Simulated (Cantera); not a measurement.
A perfectly stirred reactor is fed with CH₄ : H₂ : O₂ : N₂ : H₂O = 1 : 0.11 : 1.58 : 5.94 : 0.4 (molar parts), equivalence ratio 1.3, at 1.01 bar; it is adiabatic with a 500 K inlet, and is followed from long to short residence time, starting on the burning branch (τ in s: 0.069, 0.029, 0.012, 0.0052, 0.0022, 0.00091, 0.00038, 0.00016, 6.8e-05, 2.9e-05, 1.2e-05).

Computed with Cantera and GRI-Mech 3.0 (53 species, 325 reactions).

Q: What does this change do: N2 5.94 to 8.7 parts?

A: 
```
quantity                                                                       before                                after
------------------------------------------------  -----------------------------------  -----------------------------------
blow-out, bracketed by the residence times tried  burning at 0.160 ms, out at 68.0 µs  burning at 2.20 ms, out at 0.910 ms
x(CH₄) at τ = 69.0 ms                                                         2.99e-5                              0.00100
x(H₂) at τ = 69.0 ms                                                           0.0460                               0.0352
x(O₂) at τ = 69.0 ms                                                         0.000147                             0.000589
x(CH₂) at τ = 69.0 ms                                                         6.04e-7                              1.11e-6
x(HCN) at τ = 69.0 ms                                                         5.64e-6                              3.69e-5
x(CH₄) at τ = 0.910 ms                                                       0.000274                               0.0848
x(H₂) at τ = 0.910 ms                                                          0.0463                              0.00933
x(O₂) at τ = 0.910 ms                                                         0.00251                                0.134
x(CH₂) at τ = 0.910 ms                                                        1.10e-5                               <1e-12
x(HCN) at τ = 0.910 ms                                                        3.76e-5                               <1e-12
```
